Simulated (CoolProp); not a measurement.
A simple Rankine cycle with R141b: condensing at 292.15 K, boiler at 0.704 MPa, turbine inlet 414.9 K, turbine efficiency 0.8, pump efficiency 0.8, no recuperator. Each further row changes one setting.

Model: reference Helmholtz-energy equation of state, Lemmon 2006, in CoolProp. It is a short technical equation, of lower accuracy than the large ones.

```csv
case,thermal efficiency (%),net work (kJ/kg),heat in (kJ/kg),turbine exit temperature (K),volume ratio over the turbine
as stated,15.0,[?],323,349.0,10.3
turbine inlet 434.9 K,15.0,51.4,343,368.6,10.2
condensing temperature 284.15 K,16.3,[?],332,[?],14.0
boiler pressure 0.493 MPa,13.1,42.7,326,359.6,7.21
turbine efficiency 0.7,13.1,42.2,323,[?],10.5
```

Question: Some entries are withheld; supply them.

Answer: 
- as stated, net work (kJ/kg): 48.4
- condensing temperature 284.15 K, net work (kJ/kg): 54.3
- condensing temperature 284.15 K, turbine exit temperature (K): 341.4
- turbine efficiency 0.7, turbine exit temperature (K): 356.3
